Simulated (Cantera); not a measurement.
Source: NASA polynomial tables (part measured, part estimated), evaluated in Cantera. Values are per mole of reaction as written; species without (g) are pure solids or liquids, kept so even where they would boil at 1 bar.

3 H2(g) + 2 V + 2 NO2(g) = V2O4 + 2 NH3(g)

| T (K) | ΔH° (kJ) | ΔS° (J/K) | ΔG° (kJ) | log10 K | condensed phases |
|---|---|---|---|---|---|
| 1123 | -1574.1 | -413.4 | -1109.9 | 51.62 | V(s), V2O4(s) |
| 1223 | -1572.1 | -411.7 | -1068.6 | 45.64 | V(s), V2O4(s) |
| 1323 | -1569.9 | -410.0 | -1027.5 | 40.57 | V(s), V2O4(s) |
| 1423 | [?] | [?] | [?] | [?] | V(s), V2O4(s) |
| 1523 | -1565.3 | -406.7 | -945.9 | 32.44 | V(s), V2O4(s) |
| 1623 | -1562.8 | -405.1 | -905.3 | 29.14 | V(s), V2O4(s) |
| 1723 | -1560.3 | -403.6 | -864.9 | 26.22 | V(s), V2O4(s) |
| 1823 | [?] | [?] | [?] | [?] | V(s), V2O4(l) |
| 1923 | [?] | [?] | [?] | [?] | V(s), V2O4(l) |
| 2023 | [?] | [?] | [?] | [?] | V(s), V2O4(l) |

**Question.** Fill in the missing entries.

**Answer.** 
- 1423, ΔH° (kJ): -1567.6
- 1423, ΔS° (J/K): -408.3
- 1423, ΔG° (kJ): -986.6
- 1423, log10 K: 36.22
- 1823, ΔH° (kJ): -1445.6
- 1823, ΔS° (J/K): -340.4
- 1823, ΔG° (kJ): -824.9
- 1823, log10 K: 23.64
- 1923, ΔH° (kJ): -1439.6
- 1923, ΔS° (J/K): -337.3
- 1923, ΔG° (kJ): -791.1
- 1923, log10 K: 21.49
- 2023, ΔH° (kJ): -1433.9
- 2023, ΔS° (J/K): -334.3
- 2023, ΔG° (kJ): -757.5
- 2023, log10 K: 19.56
